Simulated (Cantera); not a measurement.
Cantera run:

```python
import numpy as np
import cantera as ct

gas_names = [...]  # 95 gases of nasa_gas.yaml made of C, F, H
cond_names = """
    C(gr) C6H6(L) C7H8(L) C8H18(L),n-octa
""".split()


# ... load() reads the species with a 1 bar reference pressure and builds the phases ...
atoms = {
    'C2F6': {'C': 2, 'F': 6},
    'H2': {'H': 2},
}
top_T = {'C(gr)': 4500}  # K; cautious upper limits of use, not melting points


# ... equilibrate(T, P, feed) seeds the gas with the atoms and calls Mixture.equilibrate('TP', solver="vcs", rtol=1e-11, max_steps=5000) ...
results = []
feed = {'C2F6': 1, 'H2': 12}  # mol
P = 5.5  # Pa
for T in [2650, 2750, 2850, 2950, 3050, 3150, 3250, 3350, 3450]:
    mix = equilibrate(T, P, feed)
    results.append((T, P, feed, dict(zip(mix.species_names, mix.species_moles))))

top = {s: max(r[3][s] / sum(r[3][g] for g in gas_names) for r in results) for s in gas_names}
cols = sorted((s for s in top if top[s] > 1e-05), key=lambda s: -top[s])[:8]
seen = [c for c in cond_names if any(r[3].get(c, 0) > 1e-12 for r in results)]
print("log10 of partial pressures in bar; condensed amounts in mol")
print(f"{'T/K':>10s}" + "".join(f"{s[:9]:>10s}" for s in cols + seen))
for T, P, feed, n in results:
    ng = sum(n[g] for g in gas_names)
    print(f"{T:10.4g}" + "".join(f"{np.log10(max(n[s] / ng * P / 1e5, 1e-99)):10.3f}" for s in cols)
          + "".join(f"{n.get(c, 0):10.4g}" for c in seen))
```

Result:

```
log10 of partial pressures in bar; condensed amounts in mol
       T/K         H        HF         F         C        C3        H2        C2        CF
      2650    -4.405    -4.957    -5.730    -6.145    -5.980    -6.152    -6.793    -7.238
      2750    -4.397    -5.072    -5.427    -5.875    -6.128    -6.465    -6.691    -7.063
      2850    -4.393    -5.259    -5.223    -5.669    -6.401    -6.761    -6.686    -7.023
      2950    -4.390    -5.509    -5.106    -5.543    -6.855    -7.041    -6.815    -7.127
      3050    -4.388    -5.792    -5.046    -5.490    -7.474    -7.304    -7.064    -7.337
      3150    -4.386    -6.085    -5.016    -5.473    -8.151    -7.551    -7.363    -7.593
      3250    -4.386    -6.374    -5.002    -5.468    -8.817    -7.784    -7.664    -7.857
      3350    -4.385    -6.652    -4.994    -5.466    -9.454    -8.004    -7.953    -8.115
      3450    -4.385    -6.919    -4.991    -5.465   -10.057    -8.212    -8.228    -8.363
```

These are equilibrium values from Cantera (NASA tables, ideal gas, pure condensed phases), not measurements of a reactor. The feed counts by its element totals alone.
